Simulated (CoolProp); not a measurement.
100 sccm (0 °C, 1 atm) of nitrogen bubbles through liquid n-perfluorohexane at 297.8 K and leaves saturated at a total pressure of 0.117 MPa (ideal gas phase). Each further row changes one setting.

The numbers come from the reference Helmholtz-energy equation of state, Gao 2022 in CoolProp.

| case | vapour pressure (kPa) | mole fraction of vapour | delivery (mg/min) | delivery (sccm) | change of delivery for a bath 1 K warmer (%) |
|---|---|---|---|---|---|
| as stated | 29.0 | 0.248 | 496 | 32.9 | 6.0 |
| bath temperature 302.8 K | 35.9 | 0.307 | 668 | 44.3 | 6.3 |
| total pressure 0.234 MPa | 29.0 | 0.124 | 213 | 14.1 | 5.1 |
